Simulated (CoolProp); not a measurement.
Model: reference Helmholtz-energy equation of state, Marx 1992, in CoolProp.

### Question
For R113, give the phase and the density (kg/m³), cp (kJ/(kg K)), isothermal compressibility (1/MPa), fugacity coefficient at 283.2 K and 17.4 bar; 445.8 K and 17.4 bar.

### Answer
- 283.2 K and 17.4 bar: liquid; density 1600, cp 0.902, isothermal compressibility 0.00149, fugacity coefficient 0.0148
- 445.8 K and 17.4 bar: gas; density 128, cp 1.03, isothermal compressibility 0.987, fugacity coefficient 0.770
